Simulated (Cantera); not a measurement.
**Silicon etching in halogen gases: Si + Cl2 + H2**

Input: 1 mol Si, 3.6 mol Cl2, 51 mol H2, equilibrated at 750 Torr.

Equilibrium computed with Cantera from the NASA thermochemical tables; the gas is ideal and each condensed phase is pure. Candidate condensed phases: Si; 19 gas species. The tables' values for SiCl3 are old estimates; treat these amounts as uncertain. Equilibrium is a limit: real reactors are often held back by kinetics, nucleation or transport.

From 750 K to 1575 K nothing is condensed. The main Si-bearing gas is SiCl4 at 750 K and SiCl2 at 1575 K.

```
T (K)   x H2   x HCl   x SiCl4   x SiCl2  x SiHCl3   x SiCl3  x SiH2Cl2       x H
-----  -----  ------  --------  --------  --------  --------  ---------  --------
750    0.922  0.0598    0.0185  1.00e-11  0.000129   3.17e-8    6.61e-8    <1e-12
825    0.921  0.0601    0.0183  8.05e-10  0.000347   4.09e-7    5.56e-7  7.61e-12
900    0.921  0.0605    0.0179   2.99e-8  0.000773   3.35e-6    3.17e-6  1.12e-10
975    0.920  0.0612    0.0171   6.10e-7   0.00147   1.92e-5    1.33e-5   1.10e-9
1050   0.919  0.0623    0.0161   7.63e-6   0.00246   8.23e-5    4.29e-5   7.78e-9
1125   0.917  0.0639    0.0146   6.36e-5   0.00363  0.000274   0.000111   4.26e-8
1200   0.915  0.0663    0.0126  0.000369   0.00472  0.000727   0.000232   1.89e-7
1275   0.911  0.0701   0.00999   0.00149   0.00524   0.00151   0.000381   7.04e-7
1350   0.906  0.0756   0.00689   0.00409   0.00472   0.00238   0.000472   2.27e-6
1425   0.900  0.0820   0.00396   0.00785   0.00340   0.00281   0.000446   6.47e-6
1500   0.894  0.0873   0.00192    0.0115   0.00204   0.00263   0.000344   1.66e-5
1575   0.891  0.0907  0.000841    0.0140   0.00110   0.00212   0.000239   3.92e-5
```
x: gas mole fraction; nothing condenses.
